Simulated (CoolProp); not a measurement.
Values from CoolProp's reference Helmholtz-energy equation of state, Zhou 2012.

Q: For m-xylene, give the phase and the Z, speed of sound (m/s), Joule-Thomson coefficient (K/MPa), isothermal compressibility (1/MPa) at 346.85 °C and 33.1 bar.

A: 
- 346.85 °C and 33.1 bar: gas; Z 0.508, speed of sound 116, Joule-Thomson coefficient 18.6, isothermal compressibility 0.900
